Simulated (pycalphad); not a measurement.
Effect of Fe content in Al-Fe-Si

CALPHAD calculation (pycalphad, COST 507 light-alloy database (1999)), 1 atm. These are 1990s assessments: newer ones move some temperatures and phases. Phase fractions are per mole of atoms. Kinetics are ignored, which matters at the lower temperatures.

```tsv
alloy	liquidus (°C)	first solid	solidus (°C)	phases at 227 °C
Al-0.14Fe-0.28Si (at.%)	[?]	fcc	637	[?]
Al-0.43Fe-0.28Si (at.%)	656	fcc	637	fcc 0.98, ALFESI_ALPHA 0.02, ALFESI_BETA 0.01
Al-0.57Fe-0.28Si (at.%)	655	fcc	637	fcc 0.97, ALFESI_ALPHA 0.03
Al-0.86Fe-0.28Si (at.%)	653	fcc	637	fcc 0.96, ALFESI_ALPHA 0.04, AL13FE4 0.01
Al-2.28Fe-0.28Si (at.%)	763	AL13FE4	637	fcc 0.90, AL13FE4 0.07, ALFESI_ALPHA 0.04
```

### Question
Complete the blanks.

### Answer

- Al-0.14Fe-0.28Si (at.%), liquidus (°C): 658
- Al-0.14Fe-0.28Si (at.%), phases at 227 °C: fcc 0.99, ALFESI_BETA 0.01, diamond (Si) under 0.01

Database names, with the compositions (at.%) that they take in these runs: AL13FE4: Al 76 Fe 24; ALFESI_ALPHA: Al 71-74 Fe 19 Si 7-10; ALFESI_BETA: Al 70 Fe 15 Si 15.
